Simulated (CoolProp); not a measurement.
Vapour pressure (MPa) of the fluoroketone C6F12O (FK-5-1-12): the reference equation beside estimates from Tc = 441.8 K, pc = 1.869 MPa, ω = 0.471. Clausius-Clapeyron is anchored at 334.8 K with a constant enthalpy of vaporisation of 26.57 kJ/mol.

Values from CoolProp's reference Helmholtz-energy equation of state, McLinden 2015.

```json
[
 {"T (K)": "283.9", "reference": "___", "Clausius-Clapeyron": "0.02778", "Soave-Redlich-Kwong": "0.02137", "Peng-Robinson": "0.02191"},
 {"T (K)": "292.4", "reference": "0.03153", "Clausius-Clapeyron": "0.03853", "Soave-Redlich-Kwong": "0.03152", "Peng-Robinson": "0.03209"},
 {"T (K)": "300.8", "reference": "0.04512", "Clausius-Clapeyron": "0.05229", "Soave-Redlich-Kwong": "0.04508", "Peng-Robinson": "0.04562"},
 {"T (K)": "309.3", "reference": "0.06326", "Clausius-Clapeyron": "0.07002", "Soave-Redlich-Kwong": "0.06323", "Peng-Robinson": "0.06363"},
 {"T (K)": "317.8", "reference": "0.08674", "Clausius-Clapeyron": "0.09230", "Soave-Redlich-Kwong": "0.08676", "Peng-Robinson": "0.08692"},
 {"T (K)": "326.3", "reference": "0.1166", "Clausius-Clapeyron": "0.1199", "Soave-Redlich-Kwong": "0.1167", "Peng-Robinson": "0.1165"},
 {"T (K)": "334.8", "reference": "0.1538", "Clausius-Clapeyron": "0.1538", "Soave-Redlich-Kwong": "0.1543", "Peng-Robinson": "0.1535"},
 {"T (K)": "343.3", "reference": "0.1996", "Clausius-Clapeyron": "0.1948", "Soave-Redlich-Kwong": "0.2006", "Peng-Robinson": "0.1991"},
 {"T (K)": "351.7", "reference": "0.2546", "Clausius-Clapeyron": "___", "Soave-Redlich-Kwong": "0.2563", "Peng-Robinson": "0.2538"},
 {"T (K)": "360.2", "reference": "0.3212", "Clausius-Clapeyron": "0.3015", "Soave-Redlich-Kwong": "0.3240", "Peng-Robinson": "0.3205"},
 {"T (K)": "368.7", "reference": "0.4004", "Clausius-Clapeyron": "___", "Soave-Redlich-Kwong": "0.4046", "Peng-Robinson": "0.3998"},
 {"T (K)": "377.2", "reference": "0.4935", "Clausius-Clapeyron": "___", "Soave-Redlich-Kwong": "0.4996", "Peng-Robinson": "0.4935"}
]
```

Question: Fill in the missing entries.

Answer: 
- 283.9, reference: 0.02134
- 351.7, Clausius-Clapeyron: 0.2433
- 368.7, Clausius-Clapeyron: 0.3699
- 377.2, Clausius-Clapeyron: 0.4497

Absolute difference from the reference over all 12 rows, mean and median: Clausius-Clapeyron 9.8 and 7.0 %, Soave-Redlich-Kwong 0.4 and 0.2 %, Peng-Robinson 0.6 and 0.2 %.
